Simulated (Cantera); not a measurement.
A Cantera script and its output.

```python
import numpy as np
import cantera as ct

gas = ct.Solution("gri30.yaml")
gas.TPX = 2173, 610000, {'CH4': 1, 'CO2': 0.41, 'H2': 1.9}
reactor = ct.IdealGasConstPressureReactor(gas, energy="off", clone=False)
net = ct.ReactorNet([reactor])
net.rtol, net.atol = 1e-08, 1e-18
show = ['CH4', 'CO2', 'H2', 'CO', 'O2', 'CH2CO']
times = np.geomspace(2e-06, 100, 10)

steps = ct.SolutionArray(gas, extra=["t"])
rows = []
print(f"{'t/s':>10s}{'T/K':>9s}{'P/Pa':>11s}" + "".join(f"{s:>11s}" for s in show))
for t in times:
    while net.time < t:
        t_next = net.step()
        steps.append(gas.state, t=t_next)
    rows.append([np.interp(t, steps.t, y) for y in (steps.T, steps.P, *steps(*show).X.T)])
    print(f"{t:10.3e}{rows[-1][0]:9.1f}{rows[-1][1]:11.4g}" + "".join(f"{x:11.3e}" for x in rows[-1][2:]))
rate = np.gradient(steps.T, steps.t)
print("integrator steps:", len(steps.t))
if steps.T.max() > steps.T[0] + 200:
    print(f"time of steepest temperature rise: {steps.t[rate.argmax()]:.4e} s")
gas.TPX = 2173, 610000, {'CH4': 1, 'CO2': 0.41, 'H2': 1.9}
gas.equilibrate("TP")
print(f"equilibrium (TP): T = {gas.T:.1f} K  " + "  ".join(f"{s} {gas[s].X[0]:.3e}" for s in show))
```

It prints:

```
       t/s      T/K       P/Pa        CH4        CO2         H2         CO         O2      CH2CO
 2.000e-06   2173.0    6.1e+05  2.755e-01  1.195e-01  5.813e-01  2.961e-03  6.466e-11  2.705e-07
 1.434e-05   2173.0    6.1e+05  1.756e-01  8.662e-02  6.314e-01  2.734e-02  5.095e-10  1.097e-05
 1.028e-04   2173.0    6.1e+05  4.889e-02  1.322e-02  6.691e-01  9.201e-02  1.269e-09  4.008e-05
 7.368e-04   2173.0    6.1e+05  1.405e-02  2.061e-03  7.063e-01  1.213e-01  6.639e-10  2.874e-05
 5.282e-03   2173.0    6.1e+05  7.571e-03  4.783e-04  7.482e-01  1.650e-01  2.196e-11  4.811e-06
 3.786e-02   2173.0    6.1e+05  5.782e-03  4.170e-07  7.577e-01  1.747e-01  2.256e-17  1.032e-06
 2.714e-01   2173.0    6.1e+05  5.781e-03  3.690e-07  7.577e-01  1.747e-01  1.844e-17  1.031e-06
 1.946e+00   2173.0    6.1e+05  5.781e-03  3.690e-07  7.577e-01  1.747e-01  1.844e-17  1.031e-06
 1.395e+01   2173.0    6.1e+05  5.781e-03  3.690e-07  7.577e-01  1.747e-01  1.844e-17  1.031e-06
 1.000e+02   2173.0    6.1e+05  5.781e-03  3.690e-07  7.577e-01  1.747e-01  1.844e-17  1.031e-06
integrator steps: 1418
equilibrium (TP): T = 2173.0 K  CH4 5.782e-03  CO2 3.722e-07  H2 7.577e-01  CO 1.747e-01  O2 1.874e-17  CH2CO 1.032e-06
```

Cantera simulation using GRI-Mech 3.0 (53 species, 325 reactions); the numbers are that mechanism's predictions, not measurements. GRI-Mech 3.0 stops at C3 and has no aromatics, soot or wall deposition, so with more carbon than oxygen in the feed, carbon stays in small species such as C2H2 where larger ones or solid carbon would form.
